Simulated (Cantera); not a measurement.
An isothermal, constant-pressure homogeneous reactor starts with CH4 : N2 = 1 : 11 (molar parts), at 1575 K and 20.0 Torr.

Model: GRI-Mech 3.0 (53 species, 325 reactions), integrated in Cantera. GRI-Mech 3.0 stops at C3 and has no aromatics, soot or wall deposition, so with more carbon than oxygen in the feed, carbon stays in small species such as C2H2 where larger ones or solid carbon would form. Radical loss at walls, strong at low pressure, is not modelled.

Q: Predict: x(CH4) at 2.00 s; x(CH2) at 2.00 s; x(CH3) at 2.00 s; x(C2H6) at 2.00 s; x(H2) at 2.00 s.

A: 
```
Item                                                 Result
-----------------  ----------------------------------------
x(CH4) at 2.00 s     0.0215 (gas-phase equilibrium 4.51e-5)
x(CH2) at 2.00 s   8.35e-8 (gas-phase equilibrium 4.73e-10)
x(CH3) at 2.00 s   0.000207 (gas-phase equilibrium 6.91e-7)
x(C2H6) at 2.00 s  5.44e-6 (gas-phase equilibrium 7.94e-11)
x(H2) at 2.00 s        0.0852 (gas-phase equilibrium 0.115)
```
